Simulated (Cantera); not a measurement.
What does this Cantera script print?

```python
import numpy as np
import cantera as ct

gas = ct.Solution("gri30.yaml")
gas.TPX = 2048, 440000, {'CH4': 1, 'CO2': 1.4, 'H2': 0.073}
inlet = ct.Reservoir(gas, clone=True)

reactor = ct.IdealGasConstPressureReactor(gas, energy="off", clone=False)
exhaust = ct.Reservoir(gas, clone=True)
tau = [0.43, 0.22, 0.11, 0.058, 0.03, 0.015, 0.0079, 0.004, 0.0021, 0.0011, 0.00055][0]
for a, b in ((inlet, reactor), (reactor, exhaust)):
    ct.MassFlowController(a, b, mdot=lambda t: reactor.mass / tau)
net = ct.ReactorNet([reactor])
show = ['CH4', 'CO2', 'H2', 'CO', 'C2H6']

rows = []
print(f"{'tau/s':>10s}{'T/K':>9s}" + "".join(f"{s:>11s}" for s in show))
for tau in [0.43, 0.22, 0.11, 0.058, 0.03, 0.015, 0.0079, 0.004, 0.0021, 0.0011, 0.00055]:
    net.initial_time = 0.0
    net.advance(30 * tau)
    before = gas.X
    net.advance(40 * tau)
    drift = np.max(np.abs(gas.X - before) / (gas.X + 1e-9))
    rows.append([gas.T, *gas[show].X, drift])
    print(f"{tau:10.3e}{gas.T:9.1f}" + "".join(f"{x:11.3e}" for x in gas[show].X))
```

Output:

```
     tau/s      T/K        CH4        CO2         H2         CO       C2H6
 4.300e-01   2048.0  2.521e-03  2.120e-02  3.850e-01  5.137e-01  1.839e-07
 2.200e-01   2048.0  3.781e-03  2.273e-02  3.792e-01  5.105e-01  4.192e-07
 1.100e-01   2048.0  5.535e-03  2.543e-02  3.696e-01  5.046e-01  9.197e-07
 5.800e-02   2048.0  7.644e-03  2.936e-02  3.568e-01  4.959e-01  1.813e-06
 3.000e-02   2048.0  1.041e-02  3.538e-02  3.390e-01  4.830e-01  3.520e-06
 1.500e-02   2048.0  1.408e-02  4.461e-02  3.154e-01  4.640e-01  6.886e-06
 7.900e-03   2048.0  1.838e-02  5.671e-02  2.899e-01  4.410e-01  1.261e-05
 4.000e-03   2048.0  2.423e-02  7.474e-02  2.613e-01  4.099e-01  2.376e-05
 2.100e-03   2048.0  3.167e-02  9.877e-02  2.356e-01  3.732e-01  4.328e-05
 1.100e-03   2048.0  4.231e-02  1.325e-01  2.152e-01  3.284e-01  7.934e-05
 5.500e-04   2048.0  5.982e-02  1.830e-01  2.031e-01  2.707e-01  1.523e-04
```

Cantera simulation using GRI-Mech 3.0 (53 species, 325 reactions); the numbers are that mechanism's predictions, not measurements.
